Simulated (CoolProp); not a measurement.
Saturation properties of n-perfluorobutane.

Computed with CoolProp (reference Helmholtz-energy equation of state, Gao 2022).

```json
[
 {"T (°C)": "-3.35", "p (kPa)": "96.05", "vapour density (kg/m³)": "?", "enthalpy of vaporisation (kJ/kg)": "?"},
 {"T (°C)": "1.85", "p (kPa)": "118.1", "vapour density (kg/m³)": "12.99", "enthalpy of vaporisation (kJ/kg)": "96.31"},
 {"T (°C)": "7.15", "p (kPa)": "144.4", "vapour density (kg/m³)": "15.73", "enthalpy of vaporisation (kJ/kg)": "94.52"},
 {"T (°C)": "12.45", "p (kPa)": "175.0", "vapour density (kg/m³)": "18.90", "enthalpy of vaporisation (kJ/kg)": "?"},
 {"T (°C)": "17.75", "p (kPa)": "210.4", "vapour density (kg/m³)": "22.55", "enthalpy of vaporisation (kJ/kg)": "90.80"},
 {"T (°C)": "23.05", "p (kPa)": "250.9", "vapour density (kg/m³)": "26.75", "enthalpy of vaporisation (kJ/kg)": "?"},
 {"T (°C)": "28.35", "p (kPa)": "297.1", "vapour density (kg/m³)": "31.55", "enthalpy of vaporisation (kJ/kg)": "86.85"},
 {"T (°C)": "33.65", "p (kPa)": "349.5", "vapour density (kg/m³)": "37.02", "enthalpy of vaporisation (kJ/kg)": "84.76"},
 {"T (°C)": "38.95", "p (kPa)": "?", "vapour density (kg/m³)": "43.26", "enthalpy of vaporisation (kJ/kg)": "82.58"},
 {"T (°C)": "44.25", "p (kPa)": "474.8", "vapour density (kg/m³)": "50.36", "enthalpy of vaporisation (kJ/kg)": "?"},
 {"T (°C)": "49.55", "p (kPa)": "548.8", "vapour density (kg/m³)": "58.43", "enthalpy of vaporisation (kJ/kg)": "77.92"},
 {"T (°C)": "54.85", "p (kPa)": "631.1", "vapour density (kg/m³)": "67.61", "enthalpy of vaporisation (kJ/kg)": "75.41"}
]
```

**Question.** What belongs in the gaps?

**Answer.** 
- -3.35, vapour density (kg/m³): 10.68
- -3.35, enthalpy of vaporisation (kJ/kg): 98.03
- 12.45, enthalpy of vaporisation (kJ/kg): 92.69
- 23.05, enthalpy of vaporisation (kJ/kg): 88.86
- 38.95, p (kPa): 408.6
- 44.25, enthalpy of vaporisation (kJ/kg): 80.31

It boils at -2.0 °C under 1 atm.
